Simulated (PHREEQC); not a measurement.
Solution (20 °C): 0.008 mol HF, 0.00077 mol KF and 0.027 mol H3PO4 per kg of water. Closed to the air; pH follows from the charge balance.

Computed with PHREEQC (ion-association model, phreeqc.dat).

Precipitation was switched off in this run.

Task: What pH does the model give?

Result: pH 1.98.

Task: In which forms is P present?

Result: H3PO4 57 %, H2PO4- 43 % of the P.

Species that the database lacks are ignored.
